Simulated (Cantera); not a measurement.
A perfectly stirred reactor is fed with H2 : O2 : N2 : H2O = 0.18 : 1 : 0.32 : 0.0039 (molar parts), at 10.00 Torr; it is held at 950 K, and followed from long to short residence time.

Computed with Cantera and the H2/O2 subset of GRI-Mech 3.0, which has no nitrogen chemistry. Radical loss at walls, strong at low pressure, is not modelled. The temperature is held fixed by assumption; the heat of reaction is taken as removed at once.

One state of this run: x H2 = 0.0312; x O2 = 0.631; x H2O2 = 2.89e-7; x H = 0.0273; x HO2 = 9.78e-6. x: mole fraction; the columns are a selection and need not sum to one.

**Question.** Which value of τ (s) does it belong to?
A) 0.38
B) 0.012
C) 0.0038
D) 1.2

**Answer.** C, 0.0038
